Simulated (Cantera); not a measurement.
A closed system holds: 1 mol V₂O₃, 1200 mol H₂, 3.1 mol N₂, at 625 °C and 0.00290 bar.

Method: chemical equilibrium by Gibbs-energy minimisation in Cantera with the NASA 1993 tables (ideal gas, pure condensed phases). Candidate condensed phases: H₂O, V, VN, VO, V₂O₃, V₂O₄, V₂O₅; 28 gas species. VN: taken at fixed stoichiometry. Condensed phases not in the tables: the oxides between V₂O₃ and V₂O₅ other than VO₂, V₂N. Kinetics and transport are ignored.

Q: What is the equilibrium state?

A: 
```json
{
 "x(H₂)": "0.997",
 "x(N₂)": "0.00253",
 "x(H₂O)": "0.000128",
 "n(VN(s))": "0.103 mol",
 "n(V₂O₃(s))": "0.949 mol",
 "gas_amount": "1203 mol",
 "log10 activity of V(s) (absent)": "-5.56",
 "log10 activity of V₂O₅(s) (absent)": "-20.46"
}
```
